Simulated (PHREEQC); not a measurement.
Solution A (0.18 mol H2SO4 and 7.9e-05 mol KNO3 per kg of water) is mixed with solution B (0.041 mol/kgw CdSO4 and 0.1 mol/kgw NiCl2) at 50 °C; shares are by mass of water, 1 kg in all. Oxygen alone is held at its pressure in air (log pO2 = -0.68). The system is closed to CO2. The run lets Cd(OH)2, CdOHCl, Ni(OH)2, Ni4(OH)6SO4, Morenosite precipitate or redissolve, and no other solid.

Equilibrium calculation in PHREEQC: ion-association model, wateq4f.dat.

```json
[
 {"share of solution B": "0", "pH": "0.81", "Ni+2 (mol/kgw)": "0", "CdCl+ (mol/kgw)": "0", "NiSO4 (mol/kgw)": "0"},
 {"share of solution B": "0.1", "pH": "0.86", "Ni+2 (mol/kgw)": "0.00776", "CdCl+ (mol/kgw)": "0.00108", "NiSO4 (mol/kgw)": "0.00214"},
 {"share of solution B": "0.2", "pH": "0.91", "Ni+2 (mol/kgw)": "0.0154", "CdCl+ (mol/kgw)": "0.00324", "NiSO4 (mol/kgw)": "0.00417"},
 {"share of solution B": "0.3", "pH": "0.97", "Ni+2 (mol/kgw)": "0.0230", "CdCl+ (mol/kgw)": "0.00579", "NiSO4 (mol/kgw)": "0.00614"},
 {"share of solution B": "0.4", "pH": "1.03", "Ni+2 (mol/kgw)": "0.0304", "CdCl+ (mol/kgw)": "0.00848", "NiSO4 (mol/kgw)": "0.00805"},
 {"share of solution B": "0.5", "pH": "1.11", "Ni+2 (mol/kgw)": "0.0377", "CdCl+ (mol/kgw)": "0.0112", "NiSO4 (mol/kgw)": "0.00993"},
 {"share of solution B": "0.6", "pH": "1.21", "Ni+2 (mol/kgw)": "0.0449", "CdCl+ (mol/kgw)": "0.0139", "NiSO4 (mol/kgw)": "0.0118"},
 {"share of solution B": "0.7", "pH": "1.34", "Ni+2 (mol/kgw)": "0.0520", "CdCl+ (mol/kgw)": "0.0165", "NiSO4 (mol/kgw)": "0.0137"},
 {"share of solution B": "0.8", "pH": "1.52", "Ni+2 (mol/kgw)": "0.0588", "CdCl+ (mol/kgw)": "0.0191", "NiSO4 (mol/kgw)": "0.0155"},
 {"share of solution B": "0.9", "pH": "1.82", "Ni+2 (mol/kgw)": "0.0655", "CdCl+ (mol/kgw)": "0.0215", "NiSO4 (mol/kgw)": "0.0175"},
 {"share of solution B": "1", "pH": "5.45", "Ni+2 (mol/kgw)": "0.0719", "CdCl+ (mol/kgw)": "0.0239", "NiSO4 (mol/kgw)": "0.0196"}
]
```

Complexes and solids missing from the database can't appear. Constants without temperature data keep their 25 °C values here.
